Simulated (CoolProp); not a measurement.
A single-stage vapour-compression cycle with R124: evaporating at 268.15 K (dew point), condensing at 302.15 K (bubble point), superheat 2 K, subcooling 8 K, compressor efficiency 0.75, no pressure losses. Each further row changes one setting.

Computed with CoolProp (reference Helmholtz-energy equation of state, de Vries 1995).

| case | cooling COP | pressure ratio | discharge temperature (K) | refrigerating effect (kJ/kg) | volumetric capacity (kJ/m³) |
|---|---|---|---|---|---|
| as stated | 5.42 | 3.21 | 310.6 | 135 | 1160 |
| evaporating temperature 273.15 K | 6.60 | 2.65 | 309.3 | 138 | 1430 |
| condensing temperature 297.15 K | 6.51 | 2.76 | 305.1 | 141 | 1210 |
| subcooling 13 K | 5.64 | 3.21 | 310.6 | 141 | 1210 |
| superheat 12 K | 5.45 | 3.21 | 320.9 | 143 | 1180 |
| compressor efficiency 0.65 | 4.69 | 3.21 | 315.3 | 135 | 1160 |
